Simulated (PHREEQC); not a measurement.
PHREEQC input (ion-association model, wateq4f.dat):

```
SOLUTION_MASTER_SPECIES
  An  An-  0  An  62.0  # stands for a non-complexing anion
SOLUTION_SPECIES
  An- = An-
    -log_k 0
    -gamma 3.0 0
PHASES
  Fix_H+
    H+ = H+
    -log_k 0
SOLUTION 1
  temp 25
  units mmol/kgw
  pH 7 charge
  F 0.0037
  Na 1.0037
  An 1
END
SELECTED_OUTPUT 1
  -reset false
  -pH true
  -pe true
  -ionic_strength true
  -water true
  -totals F Na
  -molalities Hfo_wOH Hfo_wOH2+ Hfo_wO- Hfo_sOH Hfo_sOH2+ Hfo_sO- Hfo_wF Hfo_wOHF-
USER_PUNCH 1
  -headings sigma psi
  10 PUNCH EDL("sigma", "Hfo"), EDL("psi", "Hfo")
PRINT
  -reset false
USE solution 1
SURFACE 1
  Hfo_wOH 0.00134831 600 0.6
  Hfo_sOH 3.37079e-05
EQUILIBRIUM_PHASES 1
  Fix_H+ -3 HAn 10
    -force_equality true
  O2(g) -0.68 10
END
# ... the last block is repeated for the other 12 points of pH, with NaOH or the acid as the point needs
```

Selected output (columns that matter, 13 of 13 rows; pH added in front):

```
pH	mu	F	Na	m_Hfo_wOH	m_Hfo_wOH2+	m_Hfo_wO-	m_Hfo_sOH	m_Hfo_sOH2+	m_Hfo_sO-	m_Hfo_wF	m_Hfo_wOHF-	sigma	psi
3	0.0025447	3.0081e-08	0.0010037	0.00038392	0.0009572	3.5276e-06	9.6242e-06	2.3995e-05	8.843e-08	2.2638e-06	1.4061e-06	0.26165	0.23031
3.5	0.0016759	2.2136e-08	0.0010037	0.00064694	0.00068366	1.4025e-05	1.6218e-05	1.7138e-05	3.5158e-07	1.4917e-06	2.1862e-06	0.1834	0.22278
4	0.0013384	2.9003e-08	0.0010037	0.00082719	0.00048513	3.2311e-05	2.0736e-05	1.2161e-05	8.0999e-07	1.0083e-06	2.6627e-06	0.1237	0.20833
4.5	0.0011883	5.2887e-08	0.0010037	0.00093334	0.00035513	5.6194e-05	2.3397e-05	8.9023e-06	1.4087e-06	7.193e-07	2.9278e-06	0.081349	0.18987
5	0.0011108	1.1545e-07	0.0010037	0.00098921	0.00027357	8.1941e-05	2.4796e-05	6.8576e-06	2.054e-06	5.4311e-07	3.0414e-06	0.051837	0.16849
5.5	0.0010665	2.7693e-07	0.0010037	0.0010153	0.00022428	0.00010529	2.5447e-05	5.6214e-06	2.639e-06	4.2729e-07	2.9958e-06	0.03189	0.14468
6	0.0010401	6.6968e-07	0.0010037	0.0010264	0.00019526	0.0001236	2.5718e-05	4.8926e-06	3.097e-06	3.315e-07	2.6988e-06	0.018966	0.11895
6.5	0.0010244	1.4408e-06	0.0010037	0.0010311	0.00017828	0.00013663	2.5822e-05	4.4644e-06	3.4215e-06	2.2687e-07	2.0323e-06	0.010898	0.091824
7	0.0010149	2.4262e-06	0.0010037	0.0010334	0.00016817	0.00014547	2.5859e-05	4.2083e-06	3.6402e-06	1.2112e-07	1.1527e-06	0.0059285	0.0638
7.5	0.0010089	3.1564e-06	0.0010037	0.0010344	0.00016192	0.0001514	2.5872e-05	4.0497e-06	3.7865e-06	4.9893e-08	4.9366e-07	0.0027592	0.035222
8	0.0010046	3.5042e-06	0.0010037	0.0010348	0.00015756	0.00015571	2.5875e-05	3.9396e-06	3.8933e-06	1.7525e-08	1.7826e-07	0.00046109	0.0063553
8.5	0.0010101	3.6343e-06	0.0010132	0.0010349	0.00015362	0.00015972	2.5874e-05	3.8407e-06	3.9931e-06	5.7473e-09	5.9965e-08	-0.0016911	-0.022571
9	0.0010223	3.6784e-06	0.0010305	0.0010347	0.0001488	0.00016481	2.5867e-05	3.7202e-06	4.1204e-06	1.8387e-09	1.98e-08	-0.0044031	-0.051336
```

The oxide is taken as insoluble; below pH 4 it would dissolve.
